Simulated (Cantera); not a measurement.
Input (Python, Cantera):

```python
import numpy as np
import cantera as ct

gas = ct.Solution("gri30.yaml")
gas.TPX = 373, 110000, {'CH4': 1, 'O2': 2.53, 'N2': 9.52, 'H2O': 0.43}
flame = ct.FreeFlame(gas, width=0.037)
flame.set_refine_criteria(ratio=3, slope=0.08, curve=0.16)
flame.transport_model = "mixture-averaged"
flame.solve(loglevel=0, auto=True)
z, T = flame.grid, flame.T
thick = (T[-1] - T[0]) / np.gradient(T, z).max()
show = ['CH4', 'O2', 'H2O', 'NO2', 'OH', 'C2H6']
print(f"laminar burning velocity  {flame.velocity[0] * 100:.3f} cm/s")
print(f"burnt temperature         {T[-1]:.1f} K")
print(f"thermal thickness         {thick * 1e3:.4f} mm")
print(f"grid points               {len(z)}")
z0 = z[flame.heat_release_rate.argmax()]
print(f"{'z/mm':>9s}{'T/K':>9s}{'u/(m/s)':>9s}" + "".join(f"{s:>11s}" for s in show))
rows = []
for k in (-3, -2, -1.5, -1, -0.5, -0.25, 0, 0.25, 0.5, 1, 2, 4, 8):
    zz = z0 + k * thick
    rows.append([k * thick, np.interp(zz, z, T), np.interp(zz, z, flame.velocity),
                 *(np.interp(zz, z, flame.X[gas.species_index(s)]) for s in show)])
    print(f"{rows[-1][0] * 1e3:9.3f}{rows[-1][1]:9.1f}{rows[-1][2]:9.3f}" + "".join(f"{x:11.3e}" for x in rows[-1][3:]))
```

Result:

```
laminar burning velocity  32.900 cm/s
burnt temperature         1982.2 K
thermal thickness         0.5154 mm
grid points               135
     z/mm      T/K  u/(m/s)        CH4         O2        H2O        NO2         OH       C2H6
   -1.546    373.2    0.329  7.413e-02  1.876e-01  3.192e-02  1.005e-10  1.381e-12  1.301e-08
   -1.031    376.2    0.332  7.388e-02  1.873e-01  3.234e-02  1.957e-09  2.220e-10  3.343e-07
   -0.773    387.3    0.343  7.313e-02  1.864e-01  3.386e-02  1.098e-08  3.677e-09  2.328e-06
   -0.515    461.5    0.410  6.881e-02  1.811e-01  4.301e-02  8.450e-08  1.036e-07  2.829e-05
   -0.258    848.9    0.760  4.737e-02  1.495e-01  8.383e-02  1.777e-07  1.081e-05  3.285e-04
   -0.129   1220.3    1.098  2.583e-02  1.142e-01  1.197e-01  4.308e-08  1.324e-04  5.045e-04
    0.000   1574.1    1.419  5.486e-03  7.439e-02  1.535e-01  7.136e-09  1.565e-03  5.974e-05
    0.129   1719.3    1.544  2.536e-04  5.406e-02  1.657e-01  2.637e-09  4.511e-03  1.060e-07
    0.258   1776.5    1.588  6.210e-06  4.802e-02  1.680e-01  2.817e-09  5.530e-03  6.205e-11
    0.515   1844.2    1.641  8.033e-09  4.412e-02  1.704e-01  3.624e-09  5.534e-03  4.068e-16
    1.031   1908.3    1.692  1.230e-13  4.163e-02  1.742e-01  5.347e-09  4.636e-03  2.511e-23
    2.062   1952.2    1.727  1.160e-18  4.025e-02  1.773e-01  8.216e-09  3.312e-03  7.567e-30
    4.123   1974.0    1.744  5.816e-20  3.970e-02  1.790e-01  1.081e-08  2.211e-03  5.056e-31
```

Detailed kinetics in Cantera: GRI-Mech 3.0 (53 species, 325 reactions). Burning velocities carry a grid error of a few per cent, more on coarse grids.
